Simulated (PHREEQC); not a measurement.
A solution holds 9.8 mmol/kgw H2SO4 and 120 mmol/kgw KCl, at 25 °C. Closed to the air; pH follows from the charge balance.

All values are PHREEQC results (ion-association model, phreeqc.dat), not measurements.

```csv
quantity,before,after
SO4-2 (mol/kgw),0.00534,0.00474
HSO4- (mol/kgw),0.00304,0.00160
KSO4- (mol/kgw),0.00142,0.00346
SI of Sylvite (KCl),-3.01,-1.74
```

Question: Which change was made?
(A) H2SO4 from 0.0098 to 0.0049 mol/kgw
(B) KCl from 0.12 to 0.06 mol/kgw
(C) H2SO4 replaced by KHSO4 at the same molality
(D) temperature from 25 to 35 °C
(E) KCl from 0.12 to 0.6 mol/kgw

Answer: E, KCl from 0.12 to 0.6 mol/kgw

No solid was allowed to form.
